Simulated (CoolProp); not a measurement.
Computed with CoolProp (reference Helmholtz-energy equation of state, Zhou 2014).

Give the vapour pressure (bar), vapour density (kg/m³), enthalpy of vaporisation (kJ/kg), surface tension (mN/m) of saturated cyclohexane at 427.3 K.


```
T (K)  p (bar)  vapour density (kg/m³)  enthalpy of vaporisation (kJ/kg)  surface tension (mN/m)
-----  -------  ----------------------  --------------------------------  ----------------------
427.3     6.00                    16.4                               299                    10.0
```

Surface tension comes from a separate correlation (Mulero 2012).
